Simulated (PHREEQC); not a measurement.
Solution (25 °C): 0.018 mol K2SiO3 per kg of water. Closed to the air; pH follows from the charge balance.

Model: ion-association model, phreeqc.dat, run in PHREEQC.

Precipitation was switched off in this run.

Task: Predict the pH.

Result: pH 12.11.

Task: In which forms is Si present?

Result: H3SiO4- 87 %, H2SiO4-2 13 % of the Si.
